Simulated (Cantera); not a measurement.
# Stirred combustor or abatement burner

A perfectly stirred reactor is fed with CH4 : O2 : N2 : H2O = 1 : 1.43 : 5.37 : 0.62 (molar parts), equivalence ratio 1.4, at 1.80 bar; it is adiabatic with a 725 K inlet, and is followed from long to short residence time, starting on the burning branch (τ in s: 0.38, 0.14, 0.05, 0.018, 0.0065, 0.0024, 0.00085, 0.00031, 0.00011, 4e-05, 1.4e-05, 5.2e-06).

Cantera simulation using GRI-Mech 3.0 (53 species, 325 reactions); the numbers are that mechanism's predictions, not measurements.

```csv
τ (s),T (K),x CH4,x O2,x H2O,x NO2,x HCO
0.38,2171,1.86e-5,2.29e-5,0.229,1.27e-9,3.60e-8
0.14,2170,3.82e-5,4.41e-5,0.229,1.76e-9,4.99e-8
0.050,2167,7.20e-5,9.19e-5,0.228,2.41e-9,8.40e-8
0.018,2162,0.000125,0.000194,0.228,3.14e-9,1.67e-7
0.0065,2155,0.000208,0.000408,0.228,3.91e-9,3.75e-7
0.0024,2145,0.000351,0.000858,0.227,4.64e-9,8.79e-7
0.00085,2128,0.000672,0.00195,0.226,5.21e-9,2.19e-6
0.00031,2095,0.00149,0.00478,0.225,5.24e-9,5.34e-6
0.00011,725,0.119,0.170,0.0736,<1e-12,<1e-12
4.0e-5,725,0.119,0.170,0.0736,<1e-12,<1e-12
1.4e-5,725,0.119,0.170,0.0736,<1e-12,<1e-12
5.2e-6,725,0.119,0.170,0.0736,<1e-12,<1e-12
```
x: mole fraction; the columns are a selection and need not sum to one.
